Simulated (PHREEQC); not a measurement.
A solution holds 0.036 mol CuSO4, 0.00066 mol HBF4 and 0.083 mol NaCl per kg of water, at 50 °C. Closed to the air; pH follows from the charge balance.

Equilibrium calculation in PHREEQC: ion-association model, wateq4f.dat.

Q: The ionic strength comes out as 0.170 mol/kgw. What activity coefficients do Na+, Cu+2, F-, SO4-2, HF2- get?

A: Na+ 0.74, Cu+2 0.33, F- 0.71, SO4-2 0.30, HF2- 0.71.

Precipitation was switched off in this run. Complexes and solids missing from the database can't appear. At this temperature some constants are extrapolated from 25 °C, and those without enthalpy data are left unchanged. Real BF4- forms and hydrolyses slowly; the run takes it at equilibrium.
